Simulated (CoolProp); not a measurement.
Saturation properties of carbon dioxide (Tc = 304.1 K, pc = 7377 kPa, ω = 0.224).

The numbers come from the reference Helmholtz-energy equation of state, Span 1996 in CoolProp.

```json
[
 {"T (K)": "226.9", "p (kPa)": "792.4", "liquid density (kg/m³)": "1141", "enthalpy of vaporisation (kJ/kg)": "333.4", "liquid cp (kJ/(kg K))": "1.984", "liquid conductivity (mW/(m K))": "164"},
 {"T (K)": "232.3", "p (kPa)": "973.4", "liquid density (kg/m³)": "1120", "enthalpy of vaporisation (kJ/kg)": "323.9", "liquid cp (kJ/(kg K))": "2.008", "liquid conductivity (mW/(m K))": "158"},
 {"T (K)": "237.7", "p (kPa)": "1184", "liquid density (kg/m³)": "1098", "enthalpy of vaporisation (kJ/kg)": "314.0", "liquid cp (kJ/(kg K))": "2.037", "liquid conductivity (mW/(m K))": "151"},
 {"T (K)": "243.2", "p (kPa)": "1430", "liquid density (kg/m³)": "1076", "enthalpy of vaporisation (kJ/kg)": "303.4", "liquid cp (kJ/(kg K))": "2.073", "liquid conductivity (mW/(m K))": "145"},
 {"T (K)": "248.6", "p (kPa)": "1707", "liquid density (kg/m³)": "1052", "enthalpy of vaporisation (kJ/kg)": "292.3", "liquid cp (kJ/(kg K))": "2.119", "liquid conductivity (mW/(m K))": "138"},
 {"T (K)": "254.1", "p (kPa)": "2028", "liquid density (kg/m³)": "1027", "enthalpy of vaporisation (kJ/kg)": "280.3", "liquid cp (kJ/(kg K))": "2.176", "liquid conductivity (mW/(m K))": "132"},
 {"T (K)": "259.5", "p (kPa)": "2384", "liquid density (kg/m³)": "1001", "enthalpy of vaporisation (kJ/kg)": "267.7", "liquid cp (kJ/(kg K))": "2.248", "liquid conductivity (mW/(m K))": "125"},
 {"T (K)": "265", "p (kPa)": "2791", "liquid density (kg/m³)": "973.3", "enthalpy of vaporisation (kJ/kg)": "253.8", "liquid cp (kJ/(kg K))": "2.342", "liquid conductivity (mW/(m K))": "119"},
 {"T (K)": "270.4", "p (kPa)": "3238", "liquid density (kg/m³)": "943.5", "enthalpy of vaporisation (kJ/kg)": "239.0", "liquid cp (kJ/(kg K))": "2.464", "liquid conductivity (mW/(m K))": "112"},
 {"T (K)": "275.8", "p (kPa)": "3736", "liquid density (kg/m³)": "911.2", "enthalpy of vaporisation (kJ/kg)": "222.7", "liquid cp (kJ/(kg K))": "2.632", "liquid conductivity (mW/(m K))": "106"},
 {"T (K)": "281.3", "p (kPa)": "4299", "liquid density (kg/m³)": "874.5", "enthalpy of vaporisation (kJ/kg)": "204.0", "liquid cp (kJ/(kg K))": "2.884", "liquid conductivity (mW/(m K))": "99.4"}
]
```

Thermal conductivity comes from a separate model (Huber 2016).
